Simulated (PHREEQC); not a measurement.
Alkaline etch or developer: an equilibrium model

Solution (35 °C): 0.00073 mol NaOH and 0.028 mol K3PO4 per kg of water. Closed to the air; pH follows from the charge balance.

The numbers come from PHREEQC with the ion-association model, wateq4f.dat.

Precipitation was switched off in this run.

Question: Estimate the pH, ionic strength.

Answer: pH 11.71; ionic strength 0.140 mol/kgw.

Question: In which forms is P present?

Answer: PO4-3 51 %, HPO4-2 46 %, KHPO4- 2.4 % of the P.

H3PO4, which wateq4f.dat lacks, is added to it with the constant of phreeqc.dat.
